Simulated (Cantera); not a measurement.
Standard-state values (1 bar) from the NASA 1993 polynomials, evaluated with Cantera. Values are per mole of reaction as written; species without (g) are pure solids or liquids, kept so even where they would boil at 1 bar.

8 NO2(g) + 4 PH3(g) → 6 H2O(g) + 8 N(g) + P4O10

```json
[
 {"T (K)": "350", "ΔH° (kJ)": "-967.7", "ΔS° (J/K)": "-152.5", "ΔG° (kJ)": "-914.3", "log10 K": "136.45"},
 {"T (K)": "375", "ΔH° (kJ)": "___", "ΔS° (J/K)": "___", "ΔG° (kJ)": "___", "log10 K": "___"},
 {"T (K)": "400", "ΔH° (kJ)": "-960.7", "ΔS° (J/K)": "-133.8", "ΔG° (kJ)": "-907.2", "log10 K": "118.46"},
 {"T (K)": "425", "ΔH° (kJ)": "-957.2", "ΔS° (J/K)": "-125.3", "ΔG° (kJ)": "-903.9", "log10 K": "111.10"},
 {"T (K)": "450", "ΔH° (kJ)": "-953.6", "ΔS° (J/K)": "-117.2", "ΔG° (kJ)": "-900.9", "log10 K": "104.57"},
 {"T (K)": "475", "ΔH° (kJ)": "-950.1", "ΔS° (J/K)": "-109.5", "ΔG° (kJ)": "-898.1", "log10 K": "98.76"},
 {"T (K)": "500", "ΔH° (kJ)": "___", "ΔS° (J/K)": "___", "ΔG° (kJ)": "___", "log10 K": "___"},
 {"T (K)": "525", "ΔH° (kJ)": "___", "ΔS° (J/K)": "___", "ΔG° (kJ)": "___", "log10 K": "___"},
 {"T (K)": "550", "ΔH° (kJ)": "___", "ΔS° (J/K)": "___", "ΔG° (kJ)": "___", "log10 K": "___"}
]
```

**Question.** Complete the blanks.

**Answer.** 
- 375, ΔH° (kJ): -964.2
- 375, ΔS° (J/K): -142.9
- 375, ΔG° (kJ): -910.6
- 375, log10 K: 126.84
- 500, ΔH° (kJ): -946.5
- 500, ΔS° (J/K): -102.1
- 500, ΔG° (kJ): -895.4
- 500, log10 K: 93.54
- 525, ΔH° (kJ): -942.9
- 525, ΔS° (J/K): -95.1
- 525, ΔG° (kJ): -893.0
- 525, log10 K: 88.84
- 550, ΔH° (kJ): -939.3
- 550, ΔS° (J/K): -88.4
- 550, ΔG° (kJ): -890.7
- 550, log10 K: 84.59
